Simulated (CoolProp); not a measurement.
Aqueous ethanol as a coolant, 49 % by mass, freezing at -36.9 °C, 1 atm.

The numbers come from the Melinder's fits for secondary coolants in CoolProp.

```csv
T (°C),Prandtl number,density (kg/m³),cp (kJ/(kg K)),conductivity (W/(m K))
-28.2,389,953.2,3.288,0.308
-19.1,214,946.3,?,0.310
-9.9,126,?,3.542,0.313
-0.7,79.5,?,3.651,?
8.5,53.2,924.9,3.747,0.318
17.6,37.4,917.7,3.827,0.321
26.8,27.2,910.4,3.894,0.323
36,20.2,903.0,3.944,?
```

Question: What belongs in the gaps?

Answer: 
- -19.1, cp (kJ/(kg K)): 3.420
- -9.9, density (kg/m³): 939.2
- -0.7, density (kg/m³): 932.1
- -0.7, conductivity (W/(m K)): 0.316
- 36, conductivity (W/(m K)): 0.325
